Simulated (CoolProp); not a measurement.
Saturation properties of ethanol.

The numbers come from the reference Helmholtz-energy equation of state, Schroeder 2014 in CoolProp.

```tsv
T (°C)	p (kPa)	liquid density (kg/m³)	enthalpy of vaporisation (kJ/kg)
6.65	2.526	800.7	939.5
20.45	6.036	789.0	925.5
34.35	13.28	777.0	910.2
48.15	26.89	764.8	893.4
61.95	50.96	752.2	874.8
75.85	91.47	738.9	853.8
89.65	155.3	725.0	830.4
103.45	252.0	710.2	804.0
117.35	394.1	694.0	774.2
```

It boils at 78.4 °C under 1 atm.
